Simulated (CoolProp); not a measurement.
Nitrogen at 654.71 K and 0.193 MPa flows at 0.32 m/s in a round tube of 100 mm bore and 15 µm roughness, fully developed (64/Re and Nu = 3.66 if laminar; Colebrook and Gnielinski if turbulent). Each further row changes one setting.

The numbers come from the reference Helmholtz-energy equation of state, Span 2000 in CoolProp.

```
case               Reynolds number  Darcy friction factor  pressure drop (Pa/m)  heat-transfer coefficient (W/(m² K))  mass flow (kg/h)
-----------------  ---------------  ---------------------  --------------------  ------------------------------------  ----------------
as stated                     1010                      …                0.0321                                  1.75              8.98
velocity 0.64 m/s             2020                 0.0316                0.0643                                  1.75                 …
diameter 200 mm               2020                 0.0316                     …                                     …                 …
```

**Question.** Fill in the missing entries.

**Answer.** 
- as stated, Darcy friction factor: 0.0633
- velocity 0.64 m/s, mass flow (kg/h): 18.0
- diameter 200 mm, pressure drop (Pa/m): 0.00804
- diameter 200 mm, heat-transfer coefficient (W/(m² K)): 0.876
- diameter 200 mm, mass flow (kg/h): 35.9

Viscosity comes from a separate model (Lemmon 2004). Thermal conductivity comes from a separate model (Lemmon 2004).
